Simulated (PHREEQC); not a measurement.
Dissolve 0.003 mol H3BO3, 0.00086 mol SrCl2 and 1.4e-05 mol H4SiO4 per kg of water at 25 °C. Closed to the air; pH follows from the charge balance.

Equilibrium calculation in PHREEQC: ion-association model, phreeqc.dat.

This is a speciation only: nothing precipitates in the calculation.

**Question.** What pH does the model give?

**Answer.** pH 5.88.
